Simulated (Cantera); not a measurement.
Cantera run:

```python
import numpy as np
import cantera as ct

gas_names = [...]  # 110 gases of nasa_gas.yaml made of C, H, O
cond_names = """
    C(gr) C6H6(L) C7H8(L) C8H18(L),n-octa H2O(s) H2O(L)
""".split()


# ... load() reads the species with a 1 bar reference pressure and builds the phases ...
atoms = {
    'C': {'C': 1},
    'H2O': {'H': 2, 'O': 1},
    'CO2': {'C': 1, 'O': 2},
}
top_T = {'C(gr)': 4500}  # K; cautious upper limits of use, not melting points


# ... equilibrate(T, P, feed) seeds the gas with the atoms and calls Mixture.equilibrate('TP', solver="vcs", rtol=1e-11, max_steps=5000) ...
results = []
feed = {'C': 1, 'H2O': 0.051, 'CO2': 0.087}  # mol
P = 9700  # Pa
for T in [673, 773, 873, 973, 1073, 1173, 1273, 1373, 1473, 1573, 1673, 1773, 1873]:
    mix = equilibrate(T, P, feed)
    results.append((T, P, feed, dict(zip(mix.species_names, mix.species_moles))))

top = {s: max(r[3][s] / sum(r[3][g] for g in gas_names) for r in results) for s in gas_names}
cols = sorted((s for s in top if top[s] > 0.0001), key=lambda s: -top[s])[:9]
seen = [c for c in cond_names if any(r[3].get(c, 0) > 1e-12 for r in results)]
print("log10 of partial pressures in bar; condensed amounts in mol")
print(f"{'T/K':>10s}" + "".join(f"{s[:9]:>10s}" for s in cols + seen))
for T, P, feed, n in results:
    ng = sum(n[g] for g in gas_names)
    print(f"{T:10.4g}" + "".join(f"{np.log10(max(n[s] / ng * P / 1e5, 1e-99)):10.3f}" for s in cols)
          + "".join(f"{n.get(c, 0):10.4g}" for c in seen))
```

Result:

```
log10 of partial pressures in bar; condensed amounts in mol
       T/K        CO       CO2       H2O        H2       CH4         H     C(gr)
       673    -2.664    -1.205    -1.661    -2.033    -2.882   -15.273    0.9874
       773    -1.832    -1.277    -1.926    -1.772    -3.217   -12.928     0.971
       873    -1.321    -1.586    -2.408    -1.716    -3.780   -11.188    0.9265
       973    -1.139    -2.276    -3.086    -1.741    -4.373    -9.837    0.8783
      1073    -1.108    -3.067    -3.741    -1.747    -4.832    -8.727    0.8649
      1173    -1.103    -3.761    -4.300    -1.747    -5.205    -7.802    0.8626
      1273    -1.102    -4.348    -4.774    -1.747    -5.521    -7.020    0.8622
      1373    -1.102    -4.847    -5.178    -1.747    -5.791    -6.351    0.8621
      1473    -1.102    -5.276    -5.528    -1.747    -6.026    -5.771     0.862
      1573    -1.102    -5.648    -5.832    -1.747    -6.230    -5.264     0.862
      1673    -1.102    -5.973    -6.099    -1.747    -6.409    -4.817     0.862
      1773    -1.102    -6.260    -6.335    -1.747    -6.569    -4.420     0.862
      1873    -1.102    -6.514    -6.546    -1.748    -6.711    -4.064     0.862
```

Cantera equilibrium calculation (NASA polynomials, part measured and part estimated; ideal gas, pure solids and liquids).
